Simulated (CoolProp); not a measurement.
The fluid at 293.15 K and 0.786 MPa is throttled through a valve to 0.0779 MPa with no heat exchange. The same conditions are run with several fluids, on thermodynamics alone (safety and materials aside).

Values from CoolProp's reference Helmholtz-energy equation of state of each fluid (carbonyl sulfide: Lemmon 2006; nitrogen: Span 2000; C2F6 (R116): Lemmon 2006; normal hydrogen: Leachman 2009; sulfur hexafluoride: Guder 2009).

| fluid | temperature change (K) | final density (kg/m³) |
|---|---|---|
| carbonyl sulfide | ___ | ___ |
| nitrogen | ___ | 0.900 |
| C2F6 (R116) | -6.7 | 4.56 |
| normal hydrogen | ___ | ___ |
| sulfur hexafluoride | ___ | ___ |

**Question.** Fill in the missing entries.

**Answer.** 
- carbonyl sulfide, temperature change (K): -16.6
- carbonyl sulfide, final density (kg/m³): 2.06
- nitrogen, temperature change (K): -1.6
- normal hydrogen, temperature change (K): +0.2
- normal hydrogen, final density (kg/m³): 0.0644
- sulfur hexafluoride, temperature change (K): -7.7
- sulfur hexafluoride, final density (kg/m³): 4.84
